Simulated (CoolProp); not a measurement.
Vapour-liquid equilibrium of R134a (1) + R227EA (2) at 12.8 bar; x and y are mole fractions of (1).

Model: multi-fluid Helmholtz-energy mixture model, Tillner-Roth 1994 and Lemmon 2016; pair parameters Bell 2016, in CoolProp.

Problem. Give the bubble temperature and the first vapour's composition at x = 0.275, 0.35, 0.575. Is there an azeotrope?

Solution. x = 0.275: 331.2 K, y = 0.333; x = 0.35: 330.0 K, y = 0.413; x = 0.575: 326.6 K, y = 0.633. No azeotrope shows between x = 0.05 and 0.95.

The pair parameters rest on a limited set of measurements; away from them the model extrapolates.
